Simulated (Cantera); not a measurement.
Cantera run:

```python
import numpy as np
import cantera as ct

gas_names = """
    H HNO HNO2 HNO3 HO2 H2 H2O H2O2 N NH NH2 NH3 NH2OH NO NO2 NO3 N2 N2H2 N2H4 N2O O OH O2 O3 Si SiH
    SiH2 SiH3 SiH4 SiN SiO SiO2 Si2 Si2N Si3
""".split()
cond_names = """
    H2O(s) H2O(L) Si(cr) Si(L) SiO2(Lqz) SiO2(hqz) SiO2(L) Si2N2O(s) Si3N4(a)
""".split()


def load(file, names, dense=False):
    # The tables refer to 1 bar. Condensed volumes are neglected.
    table = {s.name: s for s in ct.Species.list_from_file(file)}
    out = []
    for n in names:
        d = dict(table[n].input_data)
        d["thermo"] = dict(d["thermo"], **{"reference-pressure": 1e5})
        if dense:
            d["equation-of-state"] = {"model": "constant-volume", "density": "1e6 g/cm^3"}
        out.append(ct.Species.from_dict(d))
    return out


gas = ct.Solution(thermo="ideal-gas", species=load("nasa_gas.yaml", gas_names))
cond = {s.name: ct.Solution(thermo="fixed-stoichiometry", species=[s], name=s.name)
        for s in load("nasa_condensed.yaml", cond_names, dense=True)}
atoms = {
    'SiH4': {'Si': 1, 'H': 4},
    'N2O': {'N': 2, 'O': 1},
    'H2': {'H': 2},
}
top_T = {'Si2N2O(s)': 2100, 'Si3N4(a)': 2400}  # K; cautious upper limits of use, not melting points


def equilibrate(T, P, feed):
    n = {}
    for name, mol in feed.items():
        for a, k in atoms[name].items():
            n[a] = n.get(a, 0.0) + k * mol
    gas.TPX = T, P, n
    mass = sum(n.values()) * gas.mean_molecular_weight
    gas.equilibrate("TP")
    valid = [c for c in cond.values() if c.min_temp <= T <= top_T.get(c.name, c.max_temp)]
    mix = ct.Mixture([(gas, mass / gas.mean_molecular_weight)] + [(c, 0.0) for c in valid])
    mix.T, mix.P = T, P
    mix.equilibrate("TP", solver="vcs", rtol=1e-11, max_steps=5000)
    return mix


results = []
feed = {'SiH4': 1, 'N2O': 0.2, 'H2': 2.6}  # mol
T = 1723.15  # K
for P in [5, 15, 45, 140, 410, 1200, 3700, 11000, 33000, 100000]:
    mix = equilibrate(T, P, feed)
    results.append((T, P, feed, dict(zip(mix.species_names, mix.species_moles))))
    x = sorted(zip(gas.X, gas.species_names), reverse=True)
    print(f"T = {T:g} K  P = {P:g} Pa  gas = {mix.phase_moles(0):.4g} mol")
    print("   x: " + "  ".join(f"{s} {v:.3e}" for v, s in x if v > 0.001))
    print("   condensed (mol): " + ("  ".join(f"{mix.phase(i).name} {mix.phase_moles(i):.4g}"
          for i in range(1, mix.n_phases) if mix.phase_moles(i) > 1e-12) or "none"))
```

Output:

```
T = 1723.15 K  P = 5 Pa  gas = 5.166 mol
   x: H2 8.783e-01  SiO 3.872e-02  N2 3.870e-02  H 2.420e-02  Si 1.971e-02
   condensed (mol): Si(L) 0.6954
T = 1723.15 K  P = 15 Pa  gas = 5.07 mol
   x: H2 9.002e-01  SiO 3.945e-02  N2 3.944e-02  H 1.415e-02  Si 6.572e-03
   condensed (mol): Si(L) 0.7654
T = 1723.15 K  P = 45 Pa  gas = 5.032 mol
   x: H2 9.100e-01  SiO 3.975e-02  N2 3.974e-02  H 8.212e-03  Si 2.191e-03
   condensed (mol): Si(L) 0.7883
T = 1723.15 K  P = 140 Pa  gas = 5.015 mol
   x: H2 9.148e-01  SiO 3.988e-02  N2 3.987e-02  H 4.668e-03
   condensed (mol): Si(L) 0.7961
T = 1723.15 K  P = 410 Pa  gas = 5.008 mol
   x: H2 9.171e-01  SiO 3.993e-02  N2 3.993e-02  H 2.731e-03
   condensed (mol): Si(L) 0.7986
T = 1723.15 K  P = 1200 Pa  gas = 4.994 mol
   x: H2 9.203e-01  SiO 3.899e-02  N2 3.899e-02  H 1.599e-03
   condensed (mol): Si(L) 0.7942  Si2N2O(s) 0.005261
T = 1723.15 K  P = 3700 Pa  gas = 4.722 mol
   x: H2 9.737e-01  N2 1.265e-02  SiO 1.265e-02
   condensed (mol): Si(L) 0.6595  Si2N2O(s) 0.1403
T = 1723.15 K  P = 11000 Pa  gas = 4.641 mol
   x: H2 9.909e-01  N2 4.254e-03  SiO 4.254e-03
   condensed (mol): Si(L) 0.6196  Si2N2O(s) 0.1803
T = 1723.15 K  P = 33000 Pa  gas = 4.614 mol
   x: H2 9.968e-01  N2 1.418e-03  SiO 1.418e-03
   condensed (mol): Si(L) 0.6064  Si2N2O(s) 0.1935
T = 1723.15 K  P = 100000 Pa  gas = 4.605 mol
   x: H2 9.989e-01
   condensed (mol): Si(L) 0.6021  Si2N2O(s) 0.1978
```

Equilibrium computed with Cantera from the NASA thermochemical tables; the gas is ideal and each condensed phase is pure. Mutual solubility and eutectic melting of coexisting phases are not modelled. The tables' values for SiN are old estimates; treat these amounts as uncertain. Gases not in the tables: Si2H6 and higher silanes.
